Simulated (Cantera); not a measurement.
**Adiabatic ignition**

An adiabatic, constant-volume homogeneous reactor starts with CO : H2 : CH4 : O2 : N2 = 1 : 0.56 : 0.076 : 0.941 : 3.54 (molar parts), equivalence ratio 0.99, at 1175 K and 3.10 bar.

Cantera simulation using GRI-Mech 3.0 (53 species, 325 reactions); the numbers are that mechanism's predictions, not measurements.

```tsv
t (s)	T (K)	P (bar)	x CO	x H2	x CH4	x O	x OH	x H	x CH2CO
1.00e-6	1175	3.10	0.163	0.0915	0.0124	1.77e-9	6.03e-10	3.11e-9	<1e-12
3.35e-6	1175	3.10	0.163	0.0915	0.0124	6.31e-9	2.77e-9	1.58e-8	<1e-12
1.12e-5	1175	3.10	0.163	0.0915	0.0124	7.31e-8	3.56e-8	2.08e-7	<1e-12
3.76e-5	1197	3.15	0.163	0.0895	0.0120	9.94e-5	8.37e-5	0.000330	3.86e-7
0.000126	2943	7.13	0.0696	0.00838	<1e-12	0.00622	0.0185	0.00457	<1e-12
0.000422	2930	7.10	0.0698	0.00849	<1e-12	0.00562	0.0175	0.00442	<1e-12
0.00141	2928	7.09	0.0699	0.00851	<1e-12	0.00552	0.0173	0.00439	<1e-12
0.00474	2928	7.09	0.0699	0.00851	<1e-12	0.00552	0.0173	0.00439	<1e-12
0.0159	2928	7.09	0.0699	0.00851	<1e-12	0.00552	0.0173	0.00439	<1e-12
0.0532	2928	7.09	0.0699	0.00851	<1e-12	0.00552	0.0173	0.00439	<1e-12
0.178	2928	7.09	0.0699	0.00851	<1e-12	0.00552	0.0173	0.00439	<1e-12
0.597	2928	7.09	0.0699	0.00851	<1e-12	0.00552	0.0173	0.00439	<1e-12
2.00	2928	7.09	0.0699	0.00851	<1e-12	0.00552	0.0173	0.00439	<1e-12
```
x: mole fraction; the columns are a selection and need not sum to one.

* **time of steepest temperature rise**: 47.7 µs
* **temperature at 2.00 s**: 2928 K
* **equilibrium temperature**: 2928 K
* **x(CO) at 2.00 s**: 0.0699 (gas-phase equilibrium 0.0699)
* **x(H2) at 2.00 s**: 0.00851 (gas-phase equilibrium 0.00851)
* **x(CH4) at 2.00 s**: <1e-12 (gas-phase equilibrium <1e-12)
